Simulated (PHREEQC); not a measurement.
1 kg of water holding 160 mmol/kgw KCl and 24 mmol/kgw MgSO4 is evaporated at 25 °C; the solids stay in contact with the brine. CO2 from the air is kept out. The run lets Arcanite, Bischofite, Brucite, Carnallite, Epsomite, Hexahydrite, Kainite, Kieserite, Leonite, Misenite, Schoenite, Sylvite, MgCl2_4H2O precipitate or redissolve, and no other solid.

The series has 28 steps of water left (kg), from 1 to 0.004104.

Computed with PHREEQC (Pitzer model, pitzer.dat).

### Question
Which solids form, in which order, and at which step of the series does each first stand?

### Answer
Arcanite from water left = 0.06418 kg, last present at water left = 0.008014 kg; Sylvite from water left = 0.0293 kg; Schoenite from water left = 0.01046 kg; Leonite from water left = 0.004104 kg.
